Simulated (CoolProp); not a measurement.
A single-stage vapour-compression cycle with CH3F (R41): evaporating at 200.15 K (dew point), condensing at 226.15 K (bubble point), superheat 8 K, subcooling 2 K, compressor efficiency 0.6, no pressure losses. Each further row changes one setting.

Values from CoolProp's reference Helmholtz-energy equation of state, Lemmon 2006. It is a short technical equation, of lower accuracy than the large ones.

```
case                              cooling COP  pressure ratio  discharge temperature (K)  refrigerating effect (kJ/kg)  volumetric capacity (kJ/m³)
--------------------------------  -----------  --------------  -------------------------  ----------------------------  ---------------------------
as stated                                   ?            3.25                      311.7                           439                         1220
evaporating temperature 205.15 K         5.20            2.53                          ?                             ?                            ?
condensing temperature 221.15 K          5.06            2.65                          ?                           450                         1250
subcooling 7 K                           4.09            3.25                      311.7                           450                         1250
superheat 18 K                              ?            3.25                          ?                             ?                         1180
compressor efficiency 0.5                3.33            3.25                      330.1                           439                         1220
```

### Question
Complete the blanks.

### Answer

- as stated, cooling COP: 3.99
- evaporating temperature 205.15 K, discharge temperature (K): 293.6
- evaporating temperature 205.15 K, refrigerating effect (kJ/kg): 442
- evaporating temperature 205.15 K, volumetric capacity (kJ/m³): 1550
- condensing temperature 221.15 K, discharge temperature (K): 292.4
- superheat 18 K, cooling COP: 3.88
- superheat 18 K, discharge temperature (K): 326.7
- superheat 18 K, refrigerating effect (kJ/kg): 451
